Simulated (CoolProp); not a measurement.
The numbers come from the reference Helmholtz-energy equation of state, Younglove 1994 in CoolProp. It is a modified Benedict-Webb-Rubin equation, recast in Helmholtz form.

### Question
Give the vapour pressure (kPa), enthalpy of vaporisation (kJ/kg), liquid cp (kJ/(kg K)), surface tension (mN/m) of saturated R123 at 305.5, 310 K.

### Answer
```csv
T (K),p (kPa),enthalpy of vaporisation (kJ/kg),liquid cp (kJ/(kg K)),surface tension (mN/m)
305.5,119,168,1.03,14.3
310,139,166,1.03,13.8
```

Surface tension comes from a separate correlation (Mulero 2012).
